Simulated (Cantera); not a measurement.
A closed system holds: 1 mol SiCl4, 6.9 mol H2, held at 1223 K and 180000 Pa.

Method: chemical equilibrium by Gibbs-energy minimisation in Cantera with the NASA 1993 tables (ideal gas, pure condensed phases). Candidate condensed phases: Si; 19 gas species. The tables' values for SiCl3 are old estimates; treat these amounts as uncertain. The numbers say what is thermodynamically allowed, not how fast it happens.

Base state: H2 0.821, SiCl4 0.0779, HCl 0.0534, SiHCl3 0.0370, SiCl3 0.00547, SiCl2 0.00306, SiH2Cl2 0.00234, SiH3Cl 4.08e-5 (mole fractions); condensed: gas only.

Problem. What changes in the equilibrium state with this change: temperature from 1223 K to 648.15 K?

Solution. 
| species | before | after |
|---|---|---|
| H2 | 0.821 | 0.871 |
| SiCl4 | 0.0779 | 0.124 |
| HCl | 0.0534 | 0.00291 |
| SiHCl3 | 0.0370 | 0.00290 |
| SiCl2 | 0.00306 | <1e-9 |
| SiCl3 | 0.00547 | 3.64e-8 |
| SiH3Cl | 4.08e-5 | 1.09e-9 |

Problem. What changes in the equilibrium state with this change: pressure from 180000 Pa to 55000 Pa?

Solution. 
```
species   before    after
-------  -------  -------
H2         0.821    0.815
SiCl4     0.0779   0.0752
HCl       0.0534   0.0595
SiHCl3    0.0370   0.0318
SiCl2    0.00306  0.00774
SiCl3    0.00547  0.00854
SiH3Cl   4.08e-5  2.79e-5
SiH2Cl2  0.00234  0.00179
```

Problem. What changes in the equilibrium state with this change: temperature from 1223 K to 1248 K?

Solution. 
| species | before | after |
|---|---|---|
| H2 | 0.821 | 0.816 |
| SiCl4 | 0.0779 | 0.0747 |
| HCl | 0.0534 | 0.0579 |
| SiHCl3 | 0.0370 | 0.0371 |
| SiCl2 | 0.00306 | 0.00444 |
| SiCl3 | 0.00547 | 0.00678 |
